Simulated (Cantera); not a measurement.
Cantera with NASA thermochemical tables; ideal gases at 1 bar, condensed phases pure. Values are per mole of reaction as written; species without (g) are pure solids or liquids, kept so even where they would boil at 1 bar.

2 O3(g) + 3 V ⇌ 3 VO2(g)

```
T (K)  ΔH° (kJ)  ΔS° (J/K)  ΔG° (kJ)  log10 K
-----  --------  ---------  --------  -------
1425    -1017.7      185.1   -1281.4    46.97
1500        [?]        [?]       [?]      [?]
1575    -1025.3      180.0   -1308.8    43.40
1650        [?]        [?]       [?]      [?]
1725    -1034.3      174.5   -1335.4    40.44
1800    -1039.4      171.6   -1348.3    39.13
1875        [?]        [?]       [?]      [?]
```

Fill in the missing entries.


- 1500, ΔH° (kJ): -1021.3
- 1500, ΔS° (J/K): 182.6
- 1500, ΔG° (kJ): -1295.2
- 1500, log10 K: 45.10
- 1650, ΔH° (kJ): -1029.6
- 1650, ΔS° (J/K): 177.3
- 1650, ΔG° (kJ): -1322.2
- 1650, log10 K: 41.86
- 1875, ΔH° (kJ): -1044.9
- 1875, ΔS° (J/K): 168.6
- 1875, ΔG° (kJ): -1361.1
- 1875, log10 K: 37.92
